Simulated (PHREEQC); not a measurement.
HF is added in steps, without added water, to 1 kg of water holding 0.048 mol/kgw AgNO3, 5.7e-05 mol/kgw NaNO3 and 0.0033 mol/kgw Na2SO4, at 20 °C. O2 is buffered at 0.21 atm. The system is closed to CO2. The run lets Ag2O, Ag2SO4, Mirabilite precipitate or redissolve, and no other solid.

Base run: PHREEQC, ion-association model, wateq4f.dat. Each further column changes one thing. The table gives HSO4- (mol/kgw).

```tsv
HF added (mol)	base	metal-ligand complexes left out	all activity coefficients set to 1	Davies equation for every ion	Debye-Hückel limiting law
0	2.14e-8	2.96e-8	3.26e-8	2.07e-8	1.72e-8
0.006	0.000182	0.000236	?	0.000175	0.000149
0.018	0.000325	0.000417	0.000421	0.000314	0.000270
0.024	0.000374	?	?	0.000362	0.000311
0.036	0.000451	0.000571	0.000575	0.000436	0.000375
0.042	0.000482	0.000609	0.000614	0.000467	0.000402
0.054	0.000537	0.000675	0.000680	0.000520	0.000448
0.06	0.000561	?	?	0.000543	0.000468
0.072	0.000604	0.000755	?	0.000585	0.000505
0.078	0.000624	0.000778	0.000784	0.000604	0.000521
0.09	0.000659	0.000820	0.000826	0.000639	0.000552
0.096	0.000676	0.000839	0.000846	0.000655	0.000566
```

Problem. Complete the blanks.

Solution. 
- 0.006, all activity coefficients set to 1: 0.000240
- 0.024, metal-ligand complexes left out: 0.000477
- 0.024, all activity coefficients set to 1: 0.000481
- 0.06, metal-ligand complexes left out: 0.000704
- 0.06, all activity coefficients set to 1: 0.000709
- 0.072, all activity coefficients set to 1: 0.000761

wateq4f.dat counts part of the HF as a dimer, H2F2, which phreeqc.dat doesn't know; its constant is uncertain.
